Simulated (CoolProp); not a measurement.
Aqueous potassium carbonate as a coolant, 20 % by mass, freezing at -8.8 °C, 1 atm.

Model: Melinder's fits for secondary coolants, in CoolProp.

| T (°C) | Prandtl number | conductivity (W/(m K)) | density (kg/m³) | cp (kJ/(kg K)) |
|---|---|---|---|---|
| -3.4 | … | 0.541 | 1199 | … |
| 4.1 | 14.8 | 0.552 | 1197 | … |
| 11.6 | 12.1 | 0.565 | … | 3.296 |
| 19.2 | 9.99 | 0.577 | 1191 | … |
| 26.7 | 8.42 | 0.590 | 1187 | 3.319 |
| 34.3 | 7.15 | 0.603 | 1183 | 3.329 |

Q: What belongs in the gaps?

A: 
- -3.4, Prandtl number: 18.7
- -3.4, cp (kJ/(kg K)): 3.272
- 4.1, cp (kJ/(kg K)): 3.284
- 11.6, density (kg/m³): 1194
- 19.2, cp (kJ/(kg K)): 3.308
